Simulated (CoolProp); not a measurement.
Properties of oxygen along the isobar 7.01 MPa.

Computed with CoolProp (reference Helmholtz-energy equation of state, Schmidt 1985).

| T (K) | phase | density (kg/m³) | cv (kJ/(kg K)) | isothermal compressibility (1/MPa) | conductivity (mW/(m K)) |
|---|---|---|---|---|---|
| 65.6 | liquid | 1266 | 1.051 | (withheld) | (withheld) |
| 71.6 | liquid | 1240 | 1.021 | 0.001137 | 181 |
| 77.7 | liquid | 1213 | 0.9930 | 0.001300 | 173 |
| 83.7 | liquid | 1186 | 0.9677 | 0.001493 | 165 |
| 89.7 | liquid | 1158 | 0.9443 | (withheld) | 157 |
| 95.8 | liquid | 1129 | 0.9222 | 0.002018 | 148 |
| 101.8 | liquid | 1100 | 0.9023 | 0.002377 | 140 |
| 107.9 | liquid | 1069 | 0.8837 | 0.002843 | 132 |
| 113.9 | liquid | 1037 | 0.8671 | 0.003442 | 123 |
| 119.9 | liquid | 1003 | 0.8523 | 0.004251 | 115 |
| 126 | liquid | 966.6 | 0.8391 | 0.005408 | 106 |
| 132 | liquid | 927.1 | 0.8284 | 0.007100 | 98.0 |
| 138.1 | liquid | 882.4 | 0.8205 | 0.009863 | 89.5 |
| 144.1 | liquid | 831.5 | 0.8173 | 0.01476 | 81.1 |
| 150.1 | liquid | 769.2 | 0.8220 | 0.02537 | 72.5 |
| 156.2 | supercritical | 681.5 | 0.8449 | 0.05922 | 63.4 |

### Question
Complete the blanks.

### Answer

- 65.6, isothermal compressibility (1/MPa): 0.001002
- 65.6, conductivity (mW/(m K)): 189
- 89.7, isothermal compressibility (1/MPa): 0.001726

Thermal conductivity comes from a separate model (Lemmon 2004).
